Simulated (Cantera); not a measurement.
Feed: 1 mol PbO, 0.77 mol CH4, 2.3 mol N2, at 1198.15 K and 1.80 Torr.

Equilibrium computed with Cantera from the NASA thermochemical tables; the gas is ideal and each condensed phase is pure. Candidate condensed phases: C, C6H6, C7H8, C8H18, H2O, Pb, PbO, PbO2, Pb3O4; 139 gas species. Equilibrium is a limit: real reactors are often held back by kinetics, nucleation or transport.

Base state: N2 0.410, H2 0.245, Pb 0.178, CO 0.126, H2O 0.0298, CO2 0.0112 (mole fractions); condensed: gas only.

**Question.** What changes in the equilibrium state with this change: CH4 from 0.77 to 1.8 mol?

**Answer.** 
```json
[
 {"species": "H2", "before": "0.245", "after": "0.456"},
 {"species": "N2", "before": "0.410", "after": "0.291"},
 {"species": "Pb", "before": "0.178", "after": "0.127"},
 {"species": "CO2", "before": "0.0112", "after": "7.46e-7"},
 {"species": "H2O", "before": "0.0298", "after": "3.67e-6"},
 {"species": "CO", "before": "0.126", "after": "0.127"},
 {"species": "HCN", "before": "1.52e-9", "after": "2.66e-5"},
 {"species": "C(graphite), mol", "before": "0", "after": "0.800"}
]
```

**Question.** What changes in the equilibrium state with this change: temperature from 1198.15 K to 1748 K?

**Answer.** 
```json
[
 {"species": "N2", "before": "0.410", "after": "0.410"},
 {"species": "H2", "before": "0.245", "after": "0.238"},
 {"species": "Pb", "before": "0.178", "after": "0.178"},
 {"species": "CO2", "before": "0.0112", "after": "0.00544"},
 {"species": "H2O", "before": "0.0298", "after": "0.0355"},
 {"species": "CO", "before": "0.126", "after": "0.132"},
 {"species": "OH", "before": "1.85e-9", "after": "1.98e-5"},
 {"species": "H", "before": "1.93e-6", "after": "0.00227"},
 {"species": "PbO", "before": "6.87e-7", "after": "4.15e-5"}
]
```

**Question.** What changes in the equilibrium state with this change: pressure from 1.80 Torr to 750 Torr?

**Answer.** 
```tsv
species	before	after
N2	0.410	0.499
H2	0.245	0.298
CO	0.126	0.153
Pb	0.178	0.000625
CO2	0.0112	0.0137
H2O	0.0298	0.0362
CH4	<1e-9	4.73e-5
NH3	3.59e-8	2.21e-5
Pb(l), mol	0	0.997
```
